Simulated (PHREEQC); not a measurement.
Make-up at 10 °C: 6.4 mmol/kgw H2SO4, 0.59 mmol/kgw CaCl2 and 52 mmol/kgw CuCl2. Closed to the air; pH follows from the charge balance.

Equilibrium calculation in PHREEQC: ion-association model, wateq4f.dat.

Each row changes one thing in this solution. No solid was allowed to form.

| case | pH | ionic strength (mol/kgw) | Cu+2 (mol/kgw) | CuCl+ (mol/kgw) | CuCl2 (mol/kgw) | CuOH+ (mol/kgw) | SI of Tenorite (CuO) | SI of Atacamite (Cu2(OH)3Cl) |
|---|---|---|---|---|---|---|---|---|
| as made | 2.01 | 0.160 | 0.0471 | 0.00214 | 5.21e-5 | 2.34e-8 | -5.96 | -6.70 |
| H2SO4 from 0.0064 to 0.0128 mol/kgw | 1.74 | 0.167 | (withheld) | (withheld) | 4.90e-5 | 1.18e-8 | -6.54 | -7.58 |
| CaCl2 left out | 2.01 | 0.158 | 0.0471 | 0.00212 | 5.12e-5 | 2.35e-8 | -5.96 | -6.70 |
| temperature from 10 to 85 °C | 2.10 | 0.117 | 0.0268 | 0.0228 | 0.000878 | 1.58e-8 | -3.58 | -4.05 |
| H2SO4 left out | 4.57 | 0.153 | 0.0496 | 0.00228 | 5.60e-5 | 8.90e-6 | -0.82 | +1.02 |
| temperature from 10 to 55 °C | (withheld) | 0.139 | 0.0373 | 0.0121 | 0.000415 | 1.98e-8 | -4.39 | (withheld) |

Q: What belongs in the gaps?

A: 
- H2SO4 from 0.0064 to 0.0128 mol/kgw, Cu+2 (mol/kgw): 0.0453
- H2SO4 from 0.0064 to 0.0128 mol/kgw, CuCl+ (mol/kgw): 0.00203
- temperature from 10 to 55 °C, pH: 2.05
- temperature from 10 to 55 °C, SI of Atacamite (Cu2(OH)3Cl): -4.89

Complexes and solids missing from the database can't appear. Some of these states are supersaturated (in Atacamite, for instance). Constants without temperature data keep their 25 °C values here.
